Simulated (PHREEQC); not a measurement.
**Polishing slurry liquid**

Make-up at 20 °C: 0.011 mol K2CO3 and 0.00054 mol H3BO3 per kg of water. Closed to the air; pH follows from the charge balance.

Model: ion-association model, phreeqc.dat, run in PHREEQC.

Each row changes one thing in this solution. This is a speciation only: nothing precipitates in the calculation.

```csv
case,pH,ionic strength (mol/kgw),H3BO3 (mol/kgw)
as made,11.02,0.0316,8.23e-6
K2CO3 replaced by KH2PO4 at the same molality,4.71,0.0111,0.000540
0.0031 mol/kgw Na2CO3 added,11.06,0.0398,7.27e-6
diluted 2-fold with water,10.92,0.0156,5.32e-6
diluted 10-fold with water,10.62,0.00294,2.22e-6
temperature from 20 to 15 °C,11.12,0.0318,7.15e-6
K2CO3 from 0.011 to 0.0165 mol/kgw,11.11,0.0479,6.52e-6
diluted 5-fold with water,10.76,0.00606,3.17e-6
```
